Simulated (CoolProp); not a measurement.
Vapour pressure (bar) of isobutene: the reference equation beside estimates from Tc = 418.1 K, pc = 40.16 bar, ω = 0.193.

Values from CoolProp's reference Helmholtz-energy equation of state, Lemmon 2005. It is a short technical equation, of lower accuracy than the large ones.

```csv
T (K),reference,van der Waals,Redlich-Kwong,Soave-Redlich-Kwong,Peng-Robinson
235.8,0.2584,2.417,0.4162,0.2551,[?]
245.4,0.4154,3.069,0.6503,[?],0.4215
254.9,0.6380,[?],0.9708,0.6323,0.6437
264.5,0.9496,4.705,1.404,0.9434,0.9539
274,1.364,5.702,1.962,1.359,1.366
283.5,[?],6.830,2.669,1.904,[?]
293.1,2.609,8.111,3.556,2.612,2.604
302.6,3.482,9.524,4.625,3.495,3.474
312.1,4.559,11.09,5.907,4.588,4.549
321.7,5.882,[?],7.437,5.933,5.872
```

Task: What belongs in the gaps?

Result: 
- 235.8, Peng-Robinson: 0.2643
- 245.4, Soave-Redlich-Kwong: 0.4108
- 254.9, van der Waals: 3.824
- 283.5, reference: 1.907
- 283.5, Peng-Robinson: 1.905
- 321.7, van der Waals: 12.83

Absolute difference from the reference over all 10 rows, mean and median: van der Waals 359.1 and 288.1 %, Redlich-Kwong 42.7 and 41.9 %, Soave-Redlich-Kwong 0.6 and 0.6 %, Peng-Robinson 0.6 and 0.2 %.
